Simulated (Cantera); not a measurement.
Charge: 1 mol SiH2Cl2, 0.043 mol HCl, 44 mol H2, equilibrated at 2102 °C.

Cantera equilibrium calculation (NASA polynomials, part measured and part estimated; ideal gas, pure solids and liquids). Candidate condensed phases: Si; 19 gas species. Gases not in the tables: Si2H6 and higher silanes. Rates play no part.

**Question.** Which condensed phases are stable at each of these points (P (Pa)): 100, 320, 1000, 3200, 10000, 32000, 100000?

**Answer.** 
```tsv
P (Pa)	condensed phases	Si condensed (%)
100	gas only	0.0
320	gas only	0.0
1000	gas only	0.0
3200	gas only	0.0
10000	gas only	0.0
32000	Si(l)	50.1
100000	Si(l)	72.1
```

From 1.00 mbar to 0.100 bar nothing is condensed. From 0.320 bar to 1.00 bar the condensed part is Si(l).
